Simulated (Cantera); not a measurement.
A Cantera script and its output.

```python
import numpy as np
import cantera as ct

gas = ct.Solution("h2o2.yaml")
gas.TPX = 1025, 18000, {'H2': 14, 'O2': 1, 'N2': 3.2}
reactor = ct.IdealGasConstPressureReactor(gas, energy="off", clone=False)
net = ct.ReactorNet([reactor])
net.rtol, net.atol = 1e-08, 1e-18
show = ['H2', 'O2', 'O', 'H2O2', 'H', 'OH']
times = np.geomspace(3e-05, 1, 14)

steps = ct.SolutionArray(gas, extra=["t"])
rows = []
print(f"{'t/s':>10s}{'T/K':>9s}{'P/Pa':>11s}" + "".join(f"{s:>11s}" for s in show))
for t in times:
    while net.time < t:
        t_next = net.step()
        steps.append(gas.state, t=t_next)
    rows.append([np.interp(t, steps.t, y) for y in (steps.T, steps.P, *steps(*show).X.T)])
    print(f"{t:10.3e}{rows[-1][0]:9.1f}{rows[-1][1]:11.4g}" + "".join(f"{x:11.3e}" for x in rows[-1][2:]))
rate = np.gradient(steps.T, steps.t)
print("integrator steps:", len(steps.t))
if steps.T.max() > steps.T[0] + 200:
    print(f"time of steepest temperature rise: {steps.t[rate.argmax()]:.4e} s")
gas.TPX = 1025, 18000, {'H2': 14, 'O2': 1, 'N2': 3.2}
gas.equilibrate("TP")
print(f"equilibrium (TP): T = {gas.T:.1f} K  " + "  ".join(f"{s} {gas[s].X[0]:.3e}" for s in show))
```

It prints:

```
       t/s      T/K       P/Pa         H2         O2          O       H2O2          H         OH
 3.000e-05   1025.0    1.8e+04  7.692e-01  5.495e-02  5.904e-12  7.073e-13  3.744e-10  2.089e-12
 6.684e-05   1025.0    1.8e+04  7.692e-01  5.495e-02  1.745e-11  3.590e-12  1.055e-09  6.073e-12
 1.489e-04   1025.0    1.8e+04  7.692e-01  5.495e-02  7.051e-11  1.916e-11  4.181e-09  2.438e-11
 3.318e-04   1025.0    1.8e+04  7.692e-01  5.495e-02  7.089e-10  1.367e-10  4.179e-08  2.447e-10
 7.392e-04   1025.0    1.8e+04  7.692e-01  5.494e-02  8.302e-08  8.439e-09  4.890e-06  2.900e-08
 1.647e-03   1025.0    1.8e+04  6.666e-01  1.293e-02  2.875e-04  5.698e-09  5.662e-02  1.363e-04
 3.669e-03   1025.0    1.8e+04  6.818e-01  1.636e-07  2.723e-07  5.170e-11  1.865e-02  8.407e-06
 8.176e-03   1025.0    1.8e+04  6.919e-01  3.380e-09  3.469e-08  1.846e-11  6.750e-03  3.017e-06
 1.822e-02   1025.0    1.8e+04  6.953e-01  5.763e-10  5.827e-09  7.547e-12  2.777e-03  1.238e-06
 4.058e-02   1025.0    1.8e+04  6.967e-01  1.149e-10  1.085e-09  3.235e-12  1.200e-03  5.346e-07
 9.042e-02   1025.0    1.8e+04  6.972e-01  2.565e-11  2.109e-10  1.405e-12  5.296e-04  2.358e-07
 2.015e-01   1025.0    1.8e+04  6.975e-01  6.485e-12  4.181e-11  6.053e-13  2.359e-04  1.050e-07
 4.488e-01   1025.0    1.8e+04  6.976e-01  1.865e-12  8.361e-12  2.525e-13  1.055e-04  4.695e-08
 1.000e+00   1025.0    1.8e+04  6.976e-01  5.830e-13  1.679e-12  9.836e-14  4.727e-05  2.104e-08
integrator steps: 2271
equilibrium (TP): T = 1025.0 K  H2 6.977e-01  O2 5.115e-21  O 5.599e-20  H2O2 1.358e-20  H 8.634e-09  OH 3.842e-12
```

Model: the H2/O2 subset of GRI-Mech 3.0, which has no nitrogen chemistry, integrated in Cantera. The temperature is held fixed by assumption; the heat of reaction is taken as removed at once.
